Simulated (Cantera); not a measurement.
Mixture: 8.45 % CH4, 1.69 % CO, 18.9 % O2, 71.0 % N2, equivalence ratio 0.94, at 0.640 bar, adiabatic and at constant volume. Ignition delay is the time to a rise of 400 K.

Cantera simulation using GRI-Mech 3.0 (53 species, 325 reactions); the numbers are that mechanism's predictions, not measurements.

Q: At T0 = 1350 K, what is the delay, and which 5 reactions control it most (d ln τ / d ln k, from doubling and halving each rate constant)?

A: The delay is 8.38 ms.
```json
[
 {"reaction": "2 CH3 (+M) <=> C2H6 (+M)", "d ln τ / d ln k": "0.53", "faster rate": "lengthens it"},
 {"reaction": "CH3 + O2 <=> CH3O + O", "d ln τ / d ln k": "-0.50", "faster rate": "shortens it"},
 {"reaction": "H + O2 <=> O + OH", "d ln τ / d ln k": "-0.33", "faster rate": "shortens it"},
 {"reaction": "CH3 + O2 <=> CH2O + OH", "d ln τ / d ln k": "-0.32", "faster rate": "shortens it"},
 {"reaction": "CH4 + H <=> CH3 + H2", "d ln τ / d ln k": "0.28", "faster rate": "lengthens it"}
]
```
